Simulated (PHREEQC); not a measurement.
Make-up at 25 °C: 0.48 mol NaHCO3 and 0.054 mol KBr per kg of water. Closed to the air; pH follows from the charge balance.

Equilibrium calculation in PHREEQC: Pitzer model, pitzer.dat.

Question: The ionic strength comes out as 0.542 mol/kgw. What activity coefficients do HCO3-, K+, CO3-2, Br-, OH- get?

Answer: HCO3- 0.63, K+ 0.59, CO3-2 0.11, Br- 0.64, OH- 0.63. Single-ion values are on the MacInnes scale.

This is a speciation only: nothing precipitates in the calculation.
